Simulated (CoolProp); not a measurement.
Vapour-liquid equilibrium of CHF3 (R23) (1) + C2F6 (R116) (2) at 1420 kPa; x and y are mole fractions of (1).

Model: multi-fluid Helmholtz-energy mixture model, Penoncello 2003 and Lemmon 2006; pair parameters Bell 2016, in CoolProp.

Give the bubble temperature and the first vapour's composition at x = 0.05, 0.875, 0.95. Is there an azeotrope?

x = 0.05: 260.2 K, y = 0.106; x = 0.875: 250.3 K, y = 0.821; x = 0.95: 252.0 K, y = 0.917. y crosses x between x = 0.575 and 0.65: the model has an azeotrope there.

Pair parameters are fitted to limited data, so mixtures are less certain than the pure fluids.
